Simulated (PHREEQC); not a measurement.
A solution holds 120 mmol/kgw NH4Br, at 25 °C. Closed to the air; pH follows from the charge balance.

Model: ion-association model, wateq4f.dat, run in PHREEQC.

Precipitation was switched off in this run.

Estimate the pH.

pH 5.18.

Species that the database lacks are ignored.
